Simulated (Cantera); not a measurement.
Charge: 1 mol SiHCl₃, 40 mol N₂, held at 1.00 bar.

Cantera equilibrium calculation (NASA polynomials, part measured and part estimated; ideal gas, pure solids and liquids). Candidate condensed phases: NH₄Cl, Si, Si₃N₄; 28 gas species. The tables' values for SiCl₃ are old estimates; treat these amounts as uncertain. Rates play no part. All values below are at 1550 K.

Base state: N₂ 0.962, HCl 0.0214, SiCl₄ 0.00902, SiCl₃ 0.00305, SiCl₂ 0.00287, H₂ 0.00135, SiHCl₃ 7.01e-5, Cl 1.46e-5 (mole fractions); condensed: Si₃N₄(s).

### Question
What changes in the equilibrium state with this change: pressure from 1.00 bar to 0.00360 bar?

### Answer
| species | before | after |
|---|---|---|
| N₂ | 0.962 | 0.953 |
| SiCl₂ | 0.00287 | 0.0220 |
| HCl | 0.0214 | 0.0215 |
| SiCl₄ | 0.00902 | 0.000290 |
| SiHCl₃ | 7.01e-5 | 1.94e-6 |
| Cl | 1.46e-5 | 0.000263 |
| H | 1.16e-6 | 1.79e-5 |
| SiCl₃ | 0.00305 | 0.00151 |
| H₂ | 0.00135 | 0.00117 |
| Si₃N₄(s), mol | 0.127 | 0 |
